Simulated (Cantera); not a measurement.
A closed system holds: 1 mol CO2, 0.68 mol H2, 0.73 mol O2, equilibrated at 1075 K and 41.0 mbar.

Method: chemical equilibrium by Gibbs-energy minimisation in Cantera with the NASA 1993 tables (ideal gas, pure condensed phases). Candidate condensed phases: C, C6H6, C7H8, C8H18, H2O; 110 gas species. The numbers say what is thermodynamically allowed, not how fast it happens.

Base state: CO2 0.483, H2O 0.329, O2 0.188 (mole fractions); condensed: gas only.

**Question.** What changes in the equilibrium state with this change: temperature from 1075 K to 2650 K?

**Answer.** 
```csv
species,before,after
CO2,0.483,0.216
O2,0.188,0.215
H2O,0.329,0.192
CO,3.58e-9,0.180
H,<1e-9,0.0360
O,2.81e-9,0.0666
H2,2.62e-9,0.0242
OH,1.76e-6,0.0697
HO2,2.14e-9,1.32e-5
```
